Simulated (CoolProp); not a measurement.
Sulfur hexafluoride at 262.62 K and 0.215 MPa is compressed adiabatically to 0.623 MPa with isentropic efficiency 0.7. Each further row changes one setting.

Values from CoolProp's reference Helmholtz-energy equation of state, Guder 2009.

```tsv
case	work (kJ/kg)	final temperature (K)	final density (kg/m³)
as stated	22.6	301.6	39.0
efficiency 1	15.8	291.8	40.7
efficiency 0.65	24.4	304.1	38.6
```
